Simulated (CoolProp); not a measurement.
Diethyl ether along the isobar 4670 kPa: fugacity coefficient from the reference equation and from simpler models built on Tc = 467.9 K, pc = 3717 kPa, ω = 0.282; each cubic takes its own stable root.

Values from CoolProp's reference Helmholtz-energy equation of state, Thol 2014.

```tsv
T (K)	phase	reference
406	liquid	0.2548
421.7	liquid	0.3213
437.5	liquid	0.3948
453.3	liquid	0.4729
469.1	supercritical	0.5522
484.9	supercritical	0.6240
500.7	supercritical	0.6729
516.4	supercritical	0.7103
532.2	supercritical	0.7419
548	supercritical	0.7691
```

Question: How far does each simpler model (van der Waals, Redlich-Kwong, Soave-Redlich-Kwong, Peng-Robinson) lie from the reference over these 10 states: mean and median of the absolute difference, and the worst?

Answer: 
- van der Waals: mean 15.3 %, median 5.5 %, worst +56.1 % at 406 K and 4670 kPa
- Redlich-Kwong: mean 6.2 %, median 2.5 %, worst +20.8 % at 406 K and 4670 kPa
- Soave-Redlich-Kwong: mean 2.5 %, median 2.4 %, worst +4.1 % at 421.7 K and 4670 kPa
- Peng-Robinson: mean 1.5 %, median 1.7 %, worst -2.6 % at 516.4 K and 4670 kPa
